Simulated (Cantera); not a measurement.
A Cantera script and what it prints.

```python
import numpy as np
import cantera as ct

gas_names = """
    CL CLO CL2 N NO NO2 NO3 N2 N2O O O2 O3 Si SiCL SiCL2 SiCL3 SiCL4 SiN SiO SiO2 Si2 Si2N Si3
""".split()
cond_names = """
    Si(cr) Si(L) SiO2(Lqz) SiO2(hqz) SiO2(L) Si2N2O(s) Si3N4(a)
""".split()


# ... load() reads the species with a 1 bar reference pressure and builds the phases ...
atoms = {
    'SiCl4': {'Si': 1, 'CL': 4},
    'NO': {'N': 1, 'O': 1},
    'N2': {'N': 2},
}
top_T = {'Si2N2O(s)': 2100, 'Si3N4(a)': 2400}  # K; cautious upper limits of use, not melting points


# ... equilibrate(T, P, feed) seeds the gas with the atoms and calls Mixture.equilibrate('TP', solver="vcs", rtol=1e-11, max_steps=5000) ...
results = []
feed = {'SiCl4': 1, 'NO': 0.46, 'N2': 8.7}  # mol
P = 133.322  # Pa
for T in [1323, 1373, 1423, 1473, 1523, 1573, 1623, 1673, 1723, 1773, 1823]:
    mix = equilibrate(T, P, feed)
    results.append((T, P, feed, dict(zip(mix.species_names, mix.species_moles))))
    x = sorted(zip(gas.X, gas.species_names), reverse=True)
    print(f"T = {T:g} K  P = {P:g} Pa  gas = {mix.phase_moles(0):.4g} mol")
    print("   x: " + "  ".join(f"{s} {v:.3e}" for v, s in x if v > 0.0001))
    print("   condensed (mol): " + ("  ".join(f"{mix.phase(i).name} {mix.phase_moles(i):.4g}"
          for i in range(1, mix.n_phases) if mix.phase_moles(i) > 1e-12) or "none"))
```

It prints:

```
T = 1323 K  P = 133.322 Pa  gas = 10.44 mol
   x: N2 8.551e-01  SiCL4 7.371e-02  CL 5.416e-02  CL2 1.698e-02
   condensed (mol): SiO2(hqz) 0.23
T = 1373 K  P = 133.322 Pa  gas = 10.51 mol
   x: N2 8.500e-01  SiCL4 7.321e-02  CL 6.581e-02  CL2 1.092e-02
   condensed (mol): SiO2(hqz) 0.23
T = 1423 K  P = 133.322 Pa  gas = 10.55 mol
   x: N2 8.461e-01  CL 7.450e-02  SiCL4 7.271e-02  CL2 6.459e-03  SiCL3 2.395e-04
   condensed (mol): SiO2(hqz) 0.23
T = 1473 K  P = 133.322 Pa  gas = 10.59 mol
   x: N2 8.433e-01  CL 8.031e-02  SiCL4 7.202e-02  CL2 3.648e-03  SiCL3 6.780e-04
   condensed (mol): SiO2(hqz) 0.23
T = 1523 K  P = 133.322 Pa  gas = 10.62 mol
   x: N2 8.408e-01  CL 8.462e-02  SiCL4 7.055e-02  CL2 2.062e-03  SiCL3 1.803e-03  SiCL2 1.377e-04
   condensed (mol): SiO2(hqz) 0.2299
T = 1573 K  P = 133.322 Pa  gas = 10.67 mol
   x: N2 8.366e-01  CL 8.989e-02  SiCL4 6.700e-02  SiCL3 4.313e-03  CL2 1.236e-03  SiCL2 7.301e-04  SiO 1.992e-04
   condensed (mol): SiO2(hqz) 0.2289
T = 1623 K  P = 133.322 Pa  gas = 10.8 mol
   x: N2 8.267e-01  CL 1.005e-01  SiCL4 5.916e-02  SiCL3 8.575e-03  SiCL2 2.901e-03  SiO 1.309e-03  CL2 8.517e-04
   condensed (mol): SiO2(hqz) 0.2229
T = 1673 K  P = 133.322 Pa  gas = 11.09 mol
   x: N2 8.050e-01  CL 1.219e-01  SiCL4 4.570e-02  SiCL3 1.300e-02  SiCL2 7.713e-03  SiO 5.991e-03  CL2 7.166e-04
   condensed (mol): SiO2(hqz) 0.1968
T = 1723 K  P = 133.322 Pa  gas = 11.65 mol
   x: N2 7.663e-01  CL 1.573e-01  SiCL4 2.869e-02  SiO 1.932e-02  SiCL3 1.432e-02  SiCL2 1.340e-02  CL2 7.039e-04
   condensed (mol): SiO2(L) 0.1174
T = 1773 K  P = 133.322 Pa  gas = 12.35 mol
   x: N2 7.231e-01  CL 1.953e-01  SiO 3.724e-02  SiCL2 1.778e-02  SiCL4 1.389e-02  SiCL3 1.206e-02  CL2 6.592e-04
   condensed (mol): none
T = 1823 K  P = 133.322 Pa  gas = 12.56 mol
   x: N2 7.109e-01  CL 2.090e-01  SiO 3.662e-02  SiCL2 2.662e-02  SiCL3 1.026e-02  SiCL4 6.106e-03  CL2 4.714e-04
   condensed (mol): none
```

Method: chemical equilibrium by Gibbs-energy minimisation in Cantera with the NASA 1993 tables (ideal gas, pure condensed phases). The tables' values for SiCl3 are old estimates; treat these amounts as uncertain. The tables hold silica as quartz up to 1696 K and as liquid above; real silica turns to tridymite and cristobalite and melts near 1996 K.
